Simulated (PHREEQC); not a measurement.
PHREEQC input (ion-association model, phreeqc.dat):

```
SOLUTION 0
  temp 40
  units mmol/kgw
  pH 7 charge
  Br 7.1
  K 7.1
  Cl 88.87
  Ba 44
  Sr 0.43
  O(0) 1 O2(g) -0.68
SOLUTION 1-30
  temp 40
  units mmol/kgw
  pH 7 charge
  Cl 10.11
  K 7.7
  Ca 1.2
  O(0) 1 O2(g) -0.68
END
EXCHANGE 1-30
  X 0.13
  -equilibrate 1
END
SELECTED_OUTPUT 1
  -reset false
  -pH true
  -pe true
  -ionic_strength true
  -water true
  -step true
  -totals Ba Br Ca Cl K Sr
  -molalities BaX2 CaX2 SrX2 KX
  -saturation_indices Sylvite
PRINT
  -reset false
TRANSPORT
  -cells 30
  -shifts 150
  -lengths 0.00666667
  -time_step 300
  -dispersivities 0.01
  -boundary_conditions flux flux
  -correct_disp true
  -punch_cells 30
  -punch_frequency 5
END
```

Selected output (columns that matter, 25 of 31 rows; pore volumes added in front):

```
pore volumes	pH	mu	Ba	Br	Ca	Cl	K	Sr	m_BaX2	m_CaX2	m_SrX2	m_KX	si_Sylvite
0	5.0422	0.01131	0	0	0.0012	0.01011	0.0077	0	0	0.04452	0	0.040961	-5.1788
0.1833	5.0422	0.01131	0	3.1236e-15	0.0012	0.01011	0.0077	0	0	0.04452	0	0.040961	-5.1788
0.35	5.0422	0.011341	0	2.1313e-06	0.001205	0.010134	0.0077159	0	0	0.04452	0	0.040961	-5.177
0.6833	5.0572	0.026378	3.0751e-15	0.0010082	0.0040756	0.021294	0.014141	2.123e-17	4.1127e-14	0.044577	2.8948e-16	0.040846	-4.6346
0.85	5.0704	0.0505	2.1767e-09	0.0025409	0.0096629	0.038296	0.021501	1.6398e-11	1.2336e-08	0.044786	9.4748e-11	0.040427	-4.2403
1.0167	5.0793	0.076529	2.1071e-06	0.0041383	0.016373	0.056016	0.027395	1.706e-08	7.1023e-06	0.045131	5.8624e-08	0.039723	-4.0015
1.35	5.0875	0.11135	0.0005992	0.0061644	0.026087	0.078492	0.031263	5.2688e-06	0.0012821	0.045648	1.1493e-05	0.036118	-3.8289
1.5167	5.0892	0.1203	0.0021573	0.0066211	0.027948	0.083558	0.029919	1.9404e-05	0.0041835	0.044325	3.8364e-05	0.032907	-3.8276
1.6833	5.0902	0.126	0.0050706	0.0068646	0.027762	0.086258	0.027355	4.6372e-05	0.009195	0.041172	8.5731e-05	0.029095	-3.8567
1.85	5.0909	0.12979	0.0092	0.0069876	0.025898	0.087624	0.024235	8.5211e-05	0.015836	0.036458	0.00014954	0.025113	-3.9051
2.0167	5.0913	0.13248	0.014086	0.0070476	0.022921	0.088288	0.021048	0.00013178	0.023215	0.030894	0.00022143	0.021341	-3.9649
2.35	5.0919	0.13597	0.024016	0.0070891	0.015886	0.088749	0.015569	0.00022801	0.036996	0.020015	0.00035811	0.015262	-4.0959
2.5167	5.0921	0.13712	0.028303	0.0070951	0.012634	0.088816	0.013487	0.00027018	0.042531	0.015526	0.00041391	0.013058	-4.1587
2.6833	5.0922	0.13799	0.031912	0.0070978	0.0098283	0.088846	0.011841	0.00030599	0.047021	0.011843	0.00045966	0.011352	-4.2156
3.0167	5.0924	0.13913	0.037138	0.0070996	0.0056707	0.088865	0.0096201	0.00035849	0.053273	0.0066524	0.00052427	0.0091001	-4.3065
3.1833	5.0924	0.13949	0.038912	0.0070998	0.0042343	0.088868	0.0089132	0.00037653	0.055333	0.0049242	0.00054588	0.0083947	-4.3398
3.35	5.0925	0.13975	0.040255	0.0070999	0.0031358	0.088869	0.0083959	0.00039032	0.056874	0.0036232	0.00056221	0.007882	-4.366
3.5167	5.0925	0.13994	0.041261	0.0071	0.0023072	0.08887	0.0080213	0.00040072	0.058016	0.0026531	0.00057444	0.0075123	-4.3859
3.6833	5.0925	0.14007	0.042007	0.0071	0.0016886	0.08887	0.0077521	0.0004085	0.058858	0.0019349	0.00058354	0.0072474	-4.4008
4.0167	5.0926	0.14024	0.042956	0.0071	0.00089358	0.08887	0.0074233	0.00041853	0.059923	0.0010194	0.00059523	0.0069247	-4.4198
4.1833	5.0926	0.14029	0.043248	0.0071	0.00064695	0.08887	0.0073267	0.00042165	0.060249	0.00073708	0.00059887	0.00683	-4.4255
4.35	5.0926	0.14032	0.04346	0.0071	0.00046722	0.08887	0.0072586	0.00042394	0.060485	0.00053179	0.00060153	0.0067633	-4.4295
4.6833	5.0926	0.14036	0.043722	0.0071	0.00024217	0.08887	0.0071772	0.00042682	0.060778	0.00027531	0.00060489	0.0066835	-4.4345
4.85	5.0926	0.14037	0.043801	0.0071	0.00017391	0.08887	0.0071538	0.0004277	0.060866	0.00019763	0.00060592	0.0066604	-4.4359
5.0167	5.0926	0.14038	0.043858	0.0071	0.00012471	0.08887	0.0071374	0.00042834	0.060929	0.00014168	0.00060667	0.0066443	-4.4369
```

At this temperature some constants are extrapolated from 25 °C, and those without enthalpy data are left unchanged.
